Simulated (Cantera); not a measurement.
Cantera with NASA thermochemical tables; ideal gases at 1 bar, condensed phases pure. Values are per mole of reaction as written; species without (g) are pure solids or liquids, kept so even where they would boil at 1 bar.

5 O₂(g) + 4 PH₃(g) → P₄O₁₀ + 12 H(g), with ΔH° = -415.4 kJ and ΔS° = -260.5 J/K at 300 K.

Problem. How far is the shortcut ΔG° ≈ ΔH°(300 K) − T·ΔS°(300 K) from the full temperature-dependent value at 448, 473, 498, 523, 548, 573, 598, 623, 648, 673 K?

Solution. 
```json
[
 {"T (K)": "448", "shortcut (kJ)": "-298.7", "full (kJ)": "-304.4", "difference (kJ)": "5.7", "difference in log10 K": "-0.66"},
 {"T (K)": "473", "shortcut (kJ)": "-292.2", "full (kJ)": "-299.9", "difference (kJ)": "7.6", "difference in log10 K": "-0.84"},
 {"T (K)": "498", "shortcut (kJ)": "-285.7", "full (kJ)": "-295.6", "difference (kJ)": "9.9", "difference in log10 K": "-1.04"},
 {"T (K)": "523", "shortcut (kJ)": "-279.2", "full (kJ)": "-291.6", "difference (kJ)": "12.4", "difference in log10 K": "-1.24"},
 {"T (K)": "548", "shortcut (kJ)": "-272.7", "full (kJ)": "-287.9", "difference (kJ)": "15.2", "difference in log10 K": "-1.45"},
 {"T (K)": "573", "shortcut (kJ)": "-266.2", "full (kJ)": "-284.4", "difference (kJ)": "18.2", "difference in log10 K": "-1.66"},
 {"T (K)": "598", "shortcut (kJ)": "-259.7", "full (kJ)": "-281.1", "difference (kJ)": "21.4", "difference in log10 K": "-1.87"},
 {"T (K)": "623", "shortcut (kJ)": "-253.1", "full (kJ)": "-278.1", "difference (kJ)": "24.9", "difference in log10 K": "-2.09"},
 {"T (K)": "648", "shortcut (kJ)": "-246.6", "full (kJ)": "-275.3", "difference (kJ)": "28.6", "difference in log10 K": "-2.31"},
 {"T (K)": "673", "shortcut (kJ)": "-240.1", "full (kJ)": "-272.7", "difference (kJ)": "32.5", "difference in log10 K": "-2.53"}
]
```
The shortcut ignores the heat-capacity change of the reaction.
